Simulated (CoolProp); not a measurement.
Vapour-liquid equilibrium of carbon dioxide (1) + R143a (2) at 274.6 K; x and y are mole fractions of (1).

Computed with CoolProp (multi-fluid Helmholtz-energy mixture model, Span 1996 and Lemmon and Jacobsen 2000; pair parameters Bell 2016).

Task: Give the bubble pressure and the first vapour's composition at x = 0.15, 0.25, 0.65. Is there an azeotrope?

Result: x = 0.15: 1.019 MPa, y = 0.413; x = 0.25: 1.313 MPa, y = 0.578; x = 0.65: 2.536 MPa, y = 0.864. No azeotrope shows between x = 0.05 and 0.95.

Pair parameters are fitted to limited data, so mixtures are less certain than the pure fluids.
